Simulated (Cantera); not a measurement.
A Cantera script and what it prints.

```python
import numpy as np
import cantera as ct

gas_names = [...]  # 140 gases of nasa_gas.yaml made of C, Fe, H, N, O
cond_names = """
    C(gr) C6H6(L) C7H8(L) C8H18(L),n-octa Fe(a) Fe(c) Fe(d) Fe(L) FeC5O5(L) FeO(s) FeO(L) Fe(OH)2(s)
    Fe(OH)3(s) Fe2O3(s) Fe3O4(s) H2O(s) H2O(L)
""".split()


# ... load() reads the species with a 1 bar reference pressure and builds the phases ...
atoms = {
    'Fe2O3': {'Fe': 2, 'O': 3},
    'CH4': {'C': 1, 'H': 4},
    'N2': {'N': 2},
}
top_T = {'C(gr)': 4500, 'Fe2O3(s)': 1830, 'Fe3O4(s)': 1870}  # K; cautious upper limits of use, not melting points


# ... equilibrate(T, P, feed) seeds the gas with the atoms and calls Mixture.equilibrate('TP', solver="vcs", rtol=1e-11, max_steps=5000) ...
results = []
feed = {'Fe2O3': 1, 'CH4': 2.8, 'N2': 0.26}  # mol
T = 1350  # K
P = 13332.2  # Pa
mix = equilibrate(T, P, feed)
results.append((T, P, feed, dict(zip(mix.species_names, mix.species_moles))))
print(gas.report(threshold=1e-05))
for i in range(1, mix.n_phases):
    print(f"{mix.phase(i).name:16s} {mix.phase_moles(i):12.5e} mol")
```

It prints:

```
       temperature   1350 K
          pressure   13332 Pa
           density   0.013743 kg/m^3
  mean mol. weight   11.571 kg/kmol
   phase of matter   gas

                          1 kg             1 kmol
                     ---------------   ---------------
          enthalpy       -7.7862e+05       -9.0091e+06  J
   internal energy       -1.7487e+06       -2.0234e+07  J
           entropy             19460        2.2517e+05  J/K
    Gibbs function        -2.705e+07       -3.1299e+08  J
 heat capacity c_p            2862.2             33118  J/K
 heat capacity c_v            2143.7             24803  J/K

                      mass frac. Y      mole frac. X     chem. pot. / RT
                     ---------------   ---------------   ---------------
                CO           0.77123           0.31859           -39.448
               CO2           0.01802         0.0047376           -72.109
                H2           0.10947           0.62828           -20.781
               H2O          0.028586           0.01836           -53.442
                N2          0.072688          0.030022           -31.215
     [ +135 minor]        6.8019e-06         9.308e-06

C(gr)             0.00000e+00 mol
Fe(c)             2.00000e+00 mol
FeC5O5(L)         0.00000e+00 mol
FeO(s)            0.00000e+00 mol
Fe(OH)2(s)        0.00000e+00 mol
Fe(OH)3(s)        0.00000e+00 mol
Fe2O3(s)          0.00000e+00 mol
Fe3O4(s)          0.00000e+00 mol
```

Equilibrium computed with Cantera from the NASA thermochemical tables; the gas is ideal and each condensed phase is pure.
